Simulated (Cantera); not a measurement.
Mixture: H2 : O2 : N2 = 1 : 0.455 : 2.73 (molar parts), equivalence ratio 1.1, at 2.80 bar, adiabatic and at constant pressure. Ignition delay is the time to a rise of 400 K.

Model: the H2/O2 subset of GRI-Mech 3.0, which has no nitrogen chemistry, integrated in Cantera. The hydrogen kinetics of GRI-Mech 3.0 are dated; newer H2 mechanisms differ, most at raised pressure. Where the delays flatten at high temperature, the 400 K rule measures the pace of heat release, not the induction time.

### Question
What does this change do: O2 0.455 to 0.71 parts?

### Answer
```csv
quantity,before,after
delay at 1300 K,14.9 µs,11.2 µs
delay at 1400 K,10.1 µs,7.55 µs
delay at 1500 K,7.65 µs,5.69 µs
delay at 1600 K,6.40 µs,4.69 µs
delay at 1700 K,5.78 µs,4.17 µs
```
